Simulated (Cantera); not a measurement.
Cantera run, input and output.

```python
import numpy as np
import cantera as ct

gas = ct.Solution("gri30.yaml")
gas.TPX = 1675, 270000, {'CO': 1, 'H2': 0.43, 'CH4': 0.18, 'O2': 1.43, 'N2': 5.39}
reactor = ct.IdealGasReactor(gas, energy="on", clone=False)
net = ct.ReactorNet([reactor])
net.rtol, net.atol = 1e-08, 1e-16
show = ['CO', 'H2', 'CH4', 'OH', 'H2O2', 'H2O']
times = np.geomspace(4e-06, 0.3, 11)

steps = ct.SolutionArray(gas, extra=["t"])
rows = []
print(f"{'t/s':>10s}{'T/K':>9s}{'P/Pa':>11s}" + "".join(f"{s:>11s}" for s in show))
for t in times:
    while net.time < t:
        t_next = net.step()
        steps.append(gas.state, t=t_next)
    rows.append([np.interp(t, steps.t, y) for y in (steps.T, steps.P, *steps(*show).X.T)])
    print(f"{t:10.3e}{rows[-1][0]:9.1f}{rows[-1][1]:11.4g}" + "".join(f"{x:11.3e}" for x in rows[-1][2:]))
rate = np.gradient(steps.T, steps.t)
print("integrator steps:", len(steps.t))
if steps.T.max() > steps.T[0] + 200:
    print(f"time of steepest temperature rise: {steps.t[rate.argmax()]:.4e} s")
gas.TPX = 1675, 270000, {'CO': 1, 'H2': 0.43, 'CH4': 0.18, 'O2': 1.43, 'N2': 5.39}
gas.equilibrate("UV")
print(f"equilibrium (UV): T = {gas.T:.1f} K  " + "  ".join(f"{s} {gas[s].X[0]:.3e}" for s in show))
```

Output:

```
       t/s      T/K       P/Pa         CO         H2        CH4         OH       H2O2        H2O
 4.000e-06   1675.5  2.701e+05  1.186e-01  5.073e-02  2.109e-02  5.314e-05  1.233e-07  3.468e-04
 1.229e-05   2385.3  3.822e+05  7.883e-02  1.040e-02  1.784e-15  2.167e-02  4.112e-07  6.298e-02
 3.776e-05   2926.9   4.53e+05  5.452e-02  6.281e-03  1.308e-15  2.236e-02  5.872e-07  7.723e-02
 1.160e-04   2957.9  4.563e+05  5.201e-02  5.939e-03  1.568e-15  2.148e-02  6.635e-07  7.870e-02
 3.565e-04   2946.4  4.541e+05  5.178e-02  5.956e-03  1.605e-15  2.063e-02  6.324e-07  7.929e-02
 1.095e-03   2942.3  4.534e+05  5.171e-02  5.963e-03  1.618e-15  2.033e-02  6.215e-07  7.949e-02
 3.366e-03   2942.2  4.533e+05  5.171e-02  5.963e-03  1.619e-15  2.033e-02  6.213e-07  7.949e-02
 1.034e-02   2942.2  4.533e+05  5.171e-02  5.963e-03  1.619e-15  2.033e-02  6.213e-07  7.949e-02
 3.178e-02   2942.2  4.533e+05  5.171e-02  5.963e-03  1.619e-15  2.033e-02  6.213e-07  7.949e-02
 9.764e-02   2942.2  4.533e+05  5.171e-02  5.963e-03  1.619e-15  2.033e-02  6.213e-07  7.949e-02
 3.000e-01   2942.2  4.533e+05  5.171e-02  5.963e-03  1.619e-15  2.033e-02  6.213e-07  7.949e-02
integrator steps: 1459
time of steepest temperature rise: 8.1234e-06 s
equilibrium (UV): T = 2942.2 K  CO 5.171e-02  H2 5.963e-03  CH4 2.248e-15  OH 2.033e-02  H2O2 6.213e-07  H2O 7.949e-02
```

Computed with Cantera and GRI-Mech 3.0 (53 species, 325 reactions).
